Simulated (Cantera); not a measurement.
A closed system holds: 1 mol Si2Cl6, 4.9 mol NH3, a varied amount of H2, equilibrated at 1498.15 K and 58.0 mbar.

Method: chemical equilibrium by Gibbs-energy minimisation in Cantera with the NASA 1993 tables (ideal gas, pure condensed phases). Candidate condensed phases: NH4Cl, Si, Si3N4; 28 gas species. The feed counts by its element totals alone. Equilibrium is a limit: real reactors are often held back by kinetics, nucleation or transport.

What share of the Si ends up in condensed phases as a function of n(H2) (mol), at 11, 13, 15, 18, 22, 27, 32, 38, 46, 56, 67, 81, 97?


| n(H2) (mol) | Si condensed (%) | as |
|---|---|---|
| 11 | 81.0 | Si3N4(s) |
| 13 | 82.1 | Si3N4(s) |
| 15 | 82.9 | Si3N4(s) |
| 18 | 84.0 | Si3N4(s) |
| 22 | 85.1 | Si3N4(s) |
| 27 | 86.2 | Si3N4(s) |
| 32 | 87.0 | Si3N4(s) |
| 38 | 87.8 | Si3N4(s) |
| 46 | 88.6 | Si3N4(s) |
| 56 | 89.3 | Si3N4(s) |
| 67 | 90.0 | Si3N4(s) |
| 81 | 90.6 | Si3N4(s) |
| 97 | 91.2 | Si3N4(s) |
